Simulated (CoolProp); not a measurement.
Water along the isobar 612 kPa: density (kg/m³) from the reference equation and from simpler models built on Tc = 647.1 K, pc = 22060 kPa, ω = 0.344; each cubic takes its own stable root.

Model: reference Helmholtz-energy equation of state, Wagner 2002, in CoolProp.

```csv
T (K),phase,reference,van der Waals,Redlich-Kwong,Soave-Redlich-Kwong,Peng-Robinson
400.5,liquid,937.3,3.398,3.437,690.5,779.4
424.5,liquid,915.8,3.195,3.224,671.2,758.5
448.5,gas,3.088,3.016,3.038,3.051,3.056
472.5,gas,2.903,2.856,2.873,2.883,2.887
496.4,gas,2.745,2.714,2.726,2.734,2.737
520.4,gas,2.606,2.584,2.594,2.599,2.603
544.4,gas,2.481,2.467,2.474,2.478,2.481
568.3,gas,2.370,2.360,2.366,2.368,2.371
592.3,gas,2.269,2.262,2.267,2.268,2.271
616.3,gas,2.176,2.172,2.175,2.176,2.179
640.2,gas,2.092,2.089,2.092,2.092,2.094
664.2,gas,2.013,2.012,2.014,2.014,2.016
```

At some of these states van der Waals, Redlich-Kwong gives the other phase, because its saturation line lies elsewhere.
